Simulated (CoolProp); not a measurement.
Water at several states: fugacity coefficient from the reference equation and from simpler models built on Tc = 373.9 °C, pc = 220.6 bar, ω = 0.344; each cubic takes its own stable root.

Computed with CoolProp (reference Helmholtz-energy equation of state, Wagner 2002).

```
T (°C)  p (bar)   phase   reference  van der Waals  Redlich-Kwong  Soave-Redlich-Kwong  Peng-Robinson
------  -------  ------  ----------  -------------  -------------  -------------------  -------------
381.85     3.48     gas      0.9950         0.9955         0.9948               0.9949         0.9943
143.65      915  liquid    0.006963     (withheld)     (withheld)           (withheld)       0.007707
510.15     5.62     gas      0.9960         0.9953         0.9951               0.9958         0.9950
230.05     98.9  liquid  (withheld)     (withheld)     (withheld)               0.2739     (withheld)
648.35     19.4     gas      0.9929         0.9895         0.9899               0.9933         0.9912
```

Problem. Fill in the missing entries.

Solution. 
- 143.65, van der Waals: 0.07551
- 143.65, Redlich-Kwong: 0.01939
- 143.65, Soave-Redlich-Kwong: 0.008234
- 230.05, reference: 0.2595
- 230.05, van der Waals: 0.6301
- 230.05, Redlich-Kwong: 0.4022
- 230.05, Peng-Robinson: 0.2680
